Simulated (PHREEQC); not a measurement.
Solution (45 °C): 0.034 mol/kgw KH2PO4 and 0.0018 mol/kgw HNO3. Closed to the air; pH follows from the charge balance.

Equilibrium calculation in PHREEQC: ion-association model, phreeqc.dat.

```json
[
 {"quantity": "pH", "before": "3.53", "after": "2.77"},
 {"quantity": "ionic strength (mol/kgw)", "before": "0.0343", "after": "0.00180"}
]
```

Problem. What was changed between the two runs?
A. KH2PO4 left out
B. 0.014 mol/kgw K2SiO3 added
C. temperature from 45 to 85 °C
D. HNO3 from 0.0018 to 0.0009 mol/kgw
E. KH2PO4 from 0.034 to 0.0068 mol/kgw

Solution. A, KH2PO4 left out

This is a speciation only: nothing precipitates in the calculation. At this temperature some constants are extrapolated from 25 °C, and those without enthalpy data are left unchanged.
